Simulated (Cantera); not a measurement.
A closed system holds: 1 mol PbO, 280 mol H₂, equilibrated at 0.200 bar.

These are equilibrium values from Cantera (NASA tables, ideal gas, pure condensed phases), not measurements of a reactor. Candidate condensed phases: H₂O, Pb, PbO, PbO₂, Pb₃O₄; 12 gas species. Rates play no part.

Task: What share of the Pb ends up in condensed phases as a function of T (K), at 825, 925, 1025, 1125, 1225, 1325, 1425, 1525?

Result: 
```csv
T (K),Pb condensed (%),as
825,100.0,Pb(l)
925,99.6,Pb(l)
1025,96.1,Pb(l)
1125,73.5,Pb(l)
1225,0.0,-
1325,0.0,-
1425,0.0,-
1525,0.0,-
```
